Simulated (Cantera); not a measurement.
An isothermal, constant-pressure homogeneous reactor starts with N2O : N2 = 1 : 3.9 (molar parts), at 1600 K and 100.0 Torr. Integrator tolerance rtol = 1e-08.

Cantera simulation using GRI-Mech 3.0 (53 species, 325 reactions); the numbers are that mechanism's predictions, not measurements. GRI-Mech 3.0 was tuned for natural gas; its chemistry of N2O as a main component is partial and can be far from experiment. The temperature is held fixed by assumption; the heat of reaction is taken as removed at once.

Problem. What does this change do: N2 3.9 to 1.1 parts?

Solution. 
| quantity | before | after |
|---|---|---|
| x(N2O) at 200 s | 7.20e-7 (gas-phase equilibrium 3.23e-8) | 2.39e-6 (gas-phase equilibrium 4.14e-8) |
| x(N2) at 200 s | 0.885 (gas-phase equilibrium 0.907) | 0.765 (gas-phase equilibrium 0.807) |
| x(O2) at 200 s | 0.0697 (gas-phase equilibrium 0.0919) | 0.150 (gas-phase equilibrium 0.191) |
| x(NO2) at 200 s | 3.85e-5 (gas-phase equilibrium 1.34e-6) | 0.000105 (gas-phase equilibrium 2.63e-6) |
| x(NO) at 200 s | 0.0456 (gas-phase equilibrium 0.00138) | 0.0853 (gas-phase equilibrium 0.00188) |
